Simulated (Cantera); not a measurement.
An adiabatic, constant-volume homogeneous reactor starts with H₂ : O₂ : N₂ = 1 : 0.385 : 1.45 (molar parts), equivalence ratio 1.3, at 1148 K and 750 Torr. Integrator tolerance rtol = 1e-08.

Detailed kinetics in Cantera: GRI-Mech 3.0 (53 species, 325 reactions).

Question: What does this change do: pressure from 750 Torr to 7500 Torr?

Answer: 
| quantity | before | after |
|---|---|---|
| time of steepest temperature rise | 63.0 µs | 0.248 ms |
| temperature at 2.00 s | 2947 K | 3155 K |
| equilibrium temperature | 2947 K | 3155 K |
| x(H₂) at 2.00 s | 0.104 (gas-phase equilibrium 0.104) | 0.102 (gas-phase equilibrium 0.102) |
| x(O₂) at 2.00 s | 0.00389 (gas-phase equilibrium 0.00389) | 0.00173 (gas-phase equilibrium 0.00173) |
| x(H₂O) at 2.00 s | 0.263 (gas-phase equilibrium 0.263) | 0.281 (gas-phase equilibrium 0.281) |
| x(N₂O) at 2.00 s | 3.77e-7 (gas-phase equilibrium 3.77e-7) | 1.07e-6 (gas-phase equilibrium 1.07e-6) |
| x(NO) at 2.00 s | 0.00518 (gas-phase equilibrium 0.00518) | 0.00445 (gas-phase equilibrium 0.00445) |
| x(HO₂) at 2.00 s | 3.85e-6 (gas-phase equilibrium 3.85e-6) | 5.64e-6 (gas-phase equilibrium 5.64e-6) |
| x(H₂O₂) at 2.00 s | 3.97e-7 (gas-phase equilibrium 3.97e-7) | 1.25e-6 (gas-phase equilibrium 1.25e-6) |
The hydrogen kinetics of GRI-Mech 3.0 are dated; newer H2 mechanisms differ, most at raised pressure. Above 3000 K some thermodynamic fits are extrapolated.
